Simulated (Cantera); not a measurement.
Input: 1 mol C2H6, 0.61 mol H2O, at 33.0 Pa.

Equilibrium computed with Cantera from the NASA thermochemical tables; the gas is ideal and each condensed phase is pure. Candidate condensed phases: C, C6H6, C7H8, C8H18, H2O; 131 gas species. Ions and electrons are included (thermal ionisation). Kinetics and transport are ignored.

Task: At 3500 K, list the 6 most abundant gas species with their mole fractions, and the condensed phases.

Result: H 0.785, C 0.145, CO 0.0664, C2 0.00258, H2 0.000583, C3 0.000371. Condensed: gas only.
